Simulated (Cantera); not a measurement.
Input: 1 mol SiH2Cl2, 5.1 mol O2, 2 mol N2, equilibrated at 0.133 bar.

Method: chemical equilibrium by Gibbs-energy minimisation in Cantera with the NASA 1993 tables (ideal gas, pure condensed phases). Candidate condensed phases: H2O, NH4Cl, Si, SiO2, Si2N2O, Si3N4; 47 gas species. The tables hold silica as quartz up to 1696 K and as liquid above; real silica turns to tridymite and cristobalite and melts near 1996 K. Kinetics and transport are ignored. All values below are at 1175 °C.

Base state: O2 0.496, N2 0.248, HCl 0.201, H2O 0.0235, Cl2 0.0164, Cl 0.0142, NO 0.000810, ClO 9.65e-5 (mole fractions); condensed: SiO2(β-quartz).

Task: What changes in the equilibrium state with this change: O2 from 5.1 to 0.12 mol?

Result: 
```csv
species,before,after
N2,0.248,0.467
HCl,0.201,0.327
H2,8.42e-8,0.131
O2,0.496,<1e-9
SiCl4,<1e-9,0.0507
SiCl3,<1e-9,0.0119
SiCl2,<1e-9,0.0103
H2O,0.0235,4.58e-9
Cl2,0.0164,2.77e-8
Cl,0.0142,1.85e-5
SiHCl3,<1e-9,0.00175
NO,0.000810,<1e-9
ClO,9.65e-5,<1e-9
OH,4.87e-5,<1e-9
HOCl,1.56e-5,<1e-9
"SiO2(β-quartz), mol",1.00,0
"Si2N2O(s), mol",0,0.240
"Si3N4(s), mol",0,0.0891
```
N2 is the only nitrogen source here; it is nearly inert below about 1500 K, so the nitride shown seldom forms there in practice. Mutual solubility and eutectic melting of coexisting phases are not modelled. The tables' values for SiCl3 are old estimates; treat these amounts as uncertain.

Task: What changes in the equilibrium state with this change: N2 from 2 to 39 mol?

Result: 
```tsv
species	before	after
N2	0.248	0.864
O2	0.496	0.0887
HCl	0.201	0.0370
Cl2	0.0164	0.00150
H2O	0.0235	0.00366
Cl	0.0142	0.00432
HOCl	1.56e-5	1.21e-6
ClO	9.65e-5	1.24e-5
OH	4.87e-5	1.25e-5
NO	0.000810	0.000640
SiO2(β-quartz), mol	1.00	1.00
```
